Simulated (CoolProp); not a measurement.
Computed with CoolProp (reference Helmholtz-energy equation of state, Gao 2020).

Task: Give the vapour pressure (bar), liquid cp (kJ/(kg K)), vapour Z, vapour viscosity (µPa s) of saturated ammonia at 290.6, 380 K.

Result: 
```csv
T (K),p (bar),liquid cp (kJ/(kg K)),vapour Z,vapour viscosity (µPa s)
290.6,7.89,4.72,0.899,9.60
380,71.4,7.84,0.572,14.0
```

Viscosity comes from a separate model (Fenghour 1995).
